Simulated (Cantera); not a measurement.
Input (Python, Cantera) and output of one run.

```python
import numpy as np
import cantera as ct

gas_names = [...]  # 97 gases of nasa_gas.yaml made of Al, C, H, N
cond_names = """
    AL(cr) AL(L) ALN(s) C(gr) C6H6(L) C7H8(L) C8H18(L),n-octa
""".split()


# ... load() reads the species with a 1 bar reference pressure and builds the phases ...
atoms = {
    'Al(CH3)3': {'AL': 1, 'C': 3, 'H': 9},
    'N2': {'N': 2},
    'H2': {'H': 2},
}
top_T = {'ALN(s)': 2750, 'C(gr)': 4500}  # K; cautious upper limits of use, not melting points


# ... equilibrate(T, P, feed) seeds the gas with the atoms and calls Mixture.equilibrate('TP', solver="vcs", rtol=1e-11, max_steps=5000) ...
results = []
feed = {'Al(CH3)3': 1, 'N2': 24, 'H2': 40}  # mol
P = 15  # Pa
for T in [1125, 1200, 1275, 1350, 1425, 1500, 1575, 1650, 1725, 1800, 1875]:
    mix = equilibrate(T, P, feed)
    results.append((T, P, feed, dict(zip(mix.species_names, mix.species_moles))))

top = {s: max(r[3][s] / sum(r[3][g] for g in gas_names) for r in results) for s in gas_names}
cols = sorted((s for s in top if top[s] > 0.001), key=lambda s: -top[s])[:7]
seen = [c for c in cond_names if any(r[3].get(c, 0) > 1e-12 for r in results)]
print("log10 of partial pressures in bar; condensed amounts in mol")
print(f"{'T/K':>10s}" + "".join(f"{s[:9]:>10s}" for s in cols + seen))
for T, P, feed, n in results:
    ng = sum(n[g] for g in gas_names)
    print(f"{T:10.4g}" + "".join(f"{np.log10(max(n[s] / ng * P / 1e5, 1e-99)):10.3f}" for s in cols)
          + "".join(f"{n.get(c, 0):10.4g}" for c in seen))
```

Output:

```
log10 of partial pressures in bar; condensed amounts in mol
       T/K        H2        N2         H        AL       HCN    ALN(s)     C(gr)
      1125    -4.008    -4.285    -9.356   -15.489    -8.660         1     2.999
      1200    -4.008    -4.285    -8.709   -13.629    -8.274         1     2.997
      1275    -4.008    -4.285    -8.137   -11.989    -7.935         1     2.995
      1350    -4.008    -4.285    -7.627   -10.534    -7.634         1     2.989
      1425    -4.008    -4.286    -7.170    -9.234    -7.365    0.9997      2.98
      1500    -4.009    -4.286    -6.759    -8.066    -7.123    0.9961     2.964
      1575    -4.010    -4.286    -6.386    -7.010    -6.906    0.9552      2.94
      1650    -4.016    -4.288    -6.050    -6.051    -6.710    0.5895     2.904
      1725    -4.025    -4.290    -5.744    -5.671    -6.535         0     2.852
      1800    -4.032    -4.293    -5.462    -5.673    -6.374         0     2.779
      1875    -4.043    -4.297    -5.205    -5.677    -6.230         0     2.681
```

Equilibrium computed with Cantera from the NASA thermochemical tables; the gas is ideal and each condensed phase is pure. The feed counts by its element totals alone.
